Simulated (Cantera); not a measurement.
Cantera run, input and output.

```python
import numpy as np
import cantera as ct

gas = ct.Solution("gri30.yaml")
gas.TPX = 300, 500000, {'CH4': 1, 'O2': 1.54, 'N2': 5.78, 'CO2': 0.2}
flame = ct.FreeFlame(gas, width=0.013)
flame.set_refine_criteria(ratio=3, slope=0.08, curve=0.16)
flame.transport_model = "unity-Lewis-number"
flame.solve(loglevel=0, auto=True)
z, T = flame.grid, flame.T
thick = (T[-1] - T[0]) / np.gradient(T, z).max()
show = ['CH4', 'O2', 'CO2', 'C2H', 'CO', 'OH']
print(f"laminar burning velocity  {flame.velocity[0] * 100:.3f} cm/s")
print(f"burnt temperature         {T[-1]:.1f} K")
print(f"thermal thickness         {thick * 1e3:.4f} mm")
print(f"grid points               {len(z)}")
z0 = z[flame.heat_release_rate.argmax()]
print(f"{'z/mm':>9s}{'T/K':>9s}{'u/(m/s)':>9s}" + "".join(f"{s:>11s}" for s in show))
rows = []
for k in (-3, -2, -1.5, -1, -0.5, -0.25, 0, 0.25, 0.5, 1, 2, 4, 8):
    zz = z0 + k * thick
    rows.append([k * thick, np.interp(zz, z, T), np.interp(zz, z, flame.velocity),
                 *(np.interp(zz, z, flame.X[gas.species_index(s)]) for s in show)])
    print(f"{rows[-1][0] * 1e3:9.3f}{rows[-1][1]:9.1f}{rows[-1][2]:9.3f}" + "".join(f"{x:11.3e}" for x in rows[-1][3:]))
```

It prints:

```
laminar burning velocity  5.955 cm/s
burnt temperature         2003.1 K
thermal thickness         0.4258 mm
grid points               121
     z/mm      T/K  u/(m/s)        CH4         O2        CO2        C2H         CO         OH
   -1.277    301.0    0.060  1.173e-01  1.807e-01  2.349e-02  7.147e-30  3.346e-05  1.068e-13
   -0.852    308.9    0.061  1.168e-01  1.799e-01  2.365e-02  2.097e-27  2.972e-04  4.785e-12
   -0.639    339.2    0.067  1.149e-01  1.772e-01  2.426e-02  1.360e-24  1.307e-03  6.080e-11
   -0.426    518.4    0.103  1.033e-01  1.604e-01  2.797e-02  8.510e-19  7.467e-03  1.800e-09
   -0.213   1065.3    0.216  6.395e-02  1.034e-01  4.055e-02  3.650e-12  2.836e-02  2.788e-07
   -0.106   1471.4    0.302  3.275e-02  5.787e-02  5.072e-02  2.021e-09  4.521e-02  8.934e-06
    0.000   1838.6    0.383  7.343e-03  1.647e-02  6.108e-02  1.696e-07  6.008e-02  1.690e-04
    0.106   1972.2    0.412  1.401e-03  2.781e-03  6.677e-02  2.790e-07  6.328e-02  3.101e-04
    0.213   1997.2    0.417  6.650e-04  6.333e-04  6.861e-02  1.276e-07  6.316e-02  2.036e-04
    0.426   2004.6    0.419  3.946e-04  8.117e-05  6.941e-02  4.128e-08  6.314e-02  1.005e-04
    0.852   2005.0    0.419  2.253e-04  4.564e-06  6.944e-02  1.628e-08  6.359e-02  7.190e-05
    1.703   2003.9    0.419  8.439e-05  4.080e-07  6.916e-02  5.124e-09  6.425e-02  6.834e-05
    3.406   2003.3    0.419  1.156e-05  4.016e-07  6.898e-02  6.034e-10  6.461e-02  6.957e-05
```

Computed with Cantera and GRI-Mech 3.0 (53 species, 325 reactions). Unity Lewis numbers drop preferential diffusion, which matters most where H2 and H carry the flame. Burning velocities carry a grid error of a few per cent, more on coarse grids.
